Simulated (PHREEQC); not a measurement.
A solution holds 0.036 mol Cu(NO3)2 per kg of water, at 25 °C. Closed to the air; pH follows from the charge balance.

Model: ion-association model, phreeqc.dat, run in PHREEQC.

Precipitation was switched off in this run.

Question: Predict the pH.

Answer: pH 4.45.
